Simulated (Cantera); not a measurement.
Input: 1 mol SiHCl₃, 0.013 mol Cl₂, 25 mol H₂, 0.65 mol HCl, equilibrated at 1425 K and 420 Pa.

Equilibrium computed with Cantera from the NASA thermochemical tables; the gas is ideal and each condensed phase is pure. Candidate condensed phases: Si; 19 gas species. The tables' values for SiCl₃ are old estimates; treat these amounts as uncertain. Kinetics and transport are ignored.

Base state: H₂ 0.892, HCl 0.0836, SiCl₂ 0.0236, SiCl₃ 0.000562, H 9.94e-5, SiCl₄ 5.25e-5, SiHCl₃ 4.39e-5 (mole fractions); condensed: Si(s).

**Question.** What changes in the equilibrium state with this change: H₂ from 25 to 60 mol?

**Answer.** 
```tsv
species	before	after
H₂	0.892	0.948
HCl	0.0836	0.0453
SiCl₂	0.0236	0.00653
SiCl₄	5.25e-5	4.01e-6
SiCl₃	0.000562	8.17e-5
SiHCl₃	4.39e-5	6.57e-6
H	9.94e-5	0.000102
Si(s), mol	0.328	0.584
```

**Question.** What changes in the equilibrium state with this change: temperature from 1425 K to 973.15 K?

**Answer.** 
```json
[
 {"species": "H₂", "before": "0.892", "after": "0.945"},
 {"species": "HCl", "before": "0.0836", "after": "0.0253"},
 {"species": "SiCl₄", "before": "5.25e-5", "after": "0.0229"},
 {"species": "SiCl₂", "before": "0.0236", "after": "0.00109"},
 {"species": "H", "before": "9.94e-5", "after": "1.63e-8"},
 {"species": "SiHCl₃", "before": "4.39e-5", "after": "0.00482"},
 {"species": "SiH₂Cl₂", "before": "5.59e-6", "after": "0.000106"},
 {"species": "SiCl₃", "before": "0.000562", "after": "0.000933"},
 {"species": "Si(s), mol", "before": "0.328", "after": "0.196"}
]
```
